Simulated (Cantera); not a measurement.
**Dilute partial oxidation**

A perfectly stirred reactor is fed with 0.451 % C2H6, 3.52 % O2, 90.2 % N2, 5.86 % CH4, equivalence ratio 3.8, at 0.990 bar; it is held at 1275 K, and followed from long to short residence time.

Cantera simulation using GRI-Mech 3.0 (53 species, 325 reactions); the numbers are that mechanism's predictions, not measurements. The temperature is held fixed by assumption; the heat of reaction is taken as removed at once.

```json
[
 {"τ (s)": "2.0", "x C2H6": "0.000242", "x O2": "0.00292", "x NO": "1.76e-10", "x CH4": "0.0296", "x H2": "0.0310", "x H2O": "0.0304"},
 {"τ (s)": "0.92", "x C2H6": "0.000369", "x O2": "0.00446", "x NO": "2.17e-10", "x CH4": "0.0307", "x H2": "0.0290", "x H2O": "0.0294"},
 {"τ (s)": "0.42", "x C2H6": "0.000566", "x O2": "0.00692", "x NO": "2.45e-10", "x CH4": "0.0325", "x H2": "0.0264", "x H2O": "0.0275"},
 {"τ (s)": "0.19", "x C2H6": "0.000873", "x O2": "0.0110", "x NO": "2.25e-10", "x CH4": "0.0355", "x H2": "0.0225", "x H2O": "0.0241"},
 {"τ (s)": "0.086", "x C2H6": "0.00137", "x O2": "0.0176", "x NO": "1.28e-10", "x CH4": "0.0407", "x H2": "0.0166", "x H2O": "0.0181"},
 {"τ (s)": "0.039", "x C2H6": "0.00227", "x O2": "0.0273", "x NO": "2.31e-11", "x CH4": "0.0495", "x H2": "0.00811", "x H2O": "0.00860"},
 {"τ (s)": "0.018", "x C2H6": "0.00341", "x O2": "0.0332", "x NO": "1.36e-12", "x CH4": "0.0561", "x H2": "0.00229", "x H2O": "0.00218"},
 {"τ (s)": "0.0080", "x C2H6": "0.00405", "x O2": "0.0347", "x NO": "<1e-12", "x CH4": "0.0579", "x H2": "0.000664", "x H2O": "0.000570"},
 {"τ (s)": "0.0036", "x C2H6": "0.00431", "x O2": "0.0350", "x NO": "<1e-12", "x CH4": "0.0584", "x H2": "0.000231", "x H2O": "0.000186"},
 {"τ (s)": "0.0016", "x C2H6": "0.00442", "x O2": "0.0351", "x NO": "<1e-12", "x CH4": "0.0585", "x H2": "8.35e-5", "x H2O": "6.47e-5"},
 {"τ (s)": "0.00074", "x C2H6": "0.00447", "x O2": "0.0351", "x NO": "<1e-12", "x CH4": "0.0586", "x H2": "2.95e-5", "x H2O": "2.23e-5"}
]
```
x: mole fraction; the columns are a selection and need not sum to one.
